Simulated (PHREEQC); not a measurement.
Dissolve 15 mmol/kgw CuCl2 and 1.7 mmol/kgw Na2SO4 at 25 °C. Closed to the air; pH follows from the charge balance.

All values are PHREEQC results (ion-association model, wateq4f.dat), not measurements.

Precipitation was switched off in this run.

Problem. Order these S species by the share of S that they hold, largest first: CuSO4, NaSO4-, SO4-2.

Solution. SO4-2 (60 %), CuSO4 (39 %), NaSO4- (0.48 %)

The pH is 4.69 and the ionic strength 0.0463 mol/kgw. The solution is supersaturated, for example in Atacamite, Antlerite, so a real one may precipitate; this is no full list.
